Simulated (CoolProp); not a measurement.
Values from CoolProp's reference Helmholtz-energy equation of state, Thol 2019.

Problem. Give the vapour pressure (MPa), vapour Z, surface tension (mN/m), vapour viscosity (µPa s) of saturated n-hexane at 260.7, 302.8 K.

Solution. 
| T (K) | p (MPa) | vapour Z | surface tension (mN/m) | vapour viscosity (µPa s) |
|---|---|---|---|---|
| 260.7 | 0.00299 | 0.996 | 21.9 | 5.48 |
| 302.8 | 0.0246 | 0.982 | 17.4 | 6.34 |

Viscosity comes from a separate model (Michailidou 2013). Surface tension comes from a separate correlation (Mulero 2012).
